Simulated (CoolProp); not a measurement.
Water along the isotherm 1000 K: Z from the reference equation and from simpler models built on Tc = 647.1 K, pc = 22.06 MPa, ω = 0.344; each cubic takes its own stable root.

Model: reference Helmholtz-energy equation of state, Wagner 2002, in CoolProp.

```json
[
 {"p (MPa)": "11.1", "phase": "gas", "reference": "0.9714", "Soave-Redlich-Kwong": "0.9785", "Peng-Robinson": "0.9682"},
 {"p (MPa)": "22.2", "phase": "supercritical", "reference": "0.9427", "Soave-Redlich-Kwong": "0.9610", "Peng-Robinson": "0.9420"},
 {"p (MPa)": "33.3", "phase": "supercritical", "reference": "0.9150", "Soave-Redlich-Kwong": "0.9482", "Peng-Robinson": "0.9219"},
 {"p (MPa)": "44.4", "phase": "supercritical", "reference": "0.8893", "Soave-Redlich-Kwong": "0.9405", "Peng-Robinson": "0.9082"},
 {"p (MPa)": "55.6", "phase": "supercritical", "reference": "0.8663", "Soave-Redlich-Kwong": "0.9381", "Peng-Robinson": "0.9006"},
 {"p (MPa)": "66.7", "phase": "supercritical", "reference": "0.8473", "Soave-Redlich-Kwong": "0.9407", "Peng-Robinson": "0.8989"},
 {"p (MPa)": "77.8", "phase": "supercritical", "reference": "0.8325", "Soave-Redlich-Kwong": "0.9481", "Peng-Robinson": "0.9023"},
 {"p (MPa)": "88.9", "phase": "supercritical", "reference": "0.8221", "Soave-Redlich-Kwong": "0.9596", "Peng-Robinson": "0.9102"},
 {"p (MPa)": "100", "phase": "supercritical", "reference": "0.8163", "Soave-Redlich-Kwong": "0.9747", "Peng-Robinson": "0.9217"}
]
```
